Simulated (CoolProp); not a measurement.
Computed with CoolProp (reference Helmholtz-energy equation of state, McLinden 2015).

Question: For the fluoroketone C6F12O (FK-5-1-12), give the phase and the cp (kJ/(kg K)) at -48.15 °C and 0.165 MPa; 226.85 °C and 0.165 MPa.

Answer: 
- -48.15 °C and 0.165 MPa: liquid; cp 1.10
- 226.85 °C and 0.165 MPa: gas; cp 1.07
